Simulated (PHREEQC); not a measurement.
Dissolve 0.052 mol NaH2PO4, 0.0026 mol HF and 0.0019 mol H4SiO4 per kg of water at 54 °C. Closed to the air; pH follows from the charge balance.

Model: ion-association model, phreeqc.dat, run in PHREEQC.

```json
[
 {"quantity": "pH", "before": "3.70", "after": "3.86"},
 {"quantity": "H3SiO4- (mol/kgw)", "before": "4.09e-9", "after": "1.06e-9"},
 {"quantity": "SI of SiO2(a) (SiO2)", "before": "-0.22", "after": "-0.92"}
]
```

Problem. Name the change that produced these shifts.
A. NaH2PO4 replaced by NaOH at the same molality
B. diluted 5-fold with water
C. diluted 2-fold with water
D. HF left out
E. NaH2PO4 from 0.052 to 0.0104 mol/kgw

Solution. B, diluted 5-fold with water

No solid was allowed to form. Some of these states are supersaturated (in Quartz (slow to form), Chalcedony (slow to form), for instance). Constants without temperature data keep their 25 °C values here. SiF6-2 is the database's only silicon fluoride.
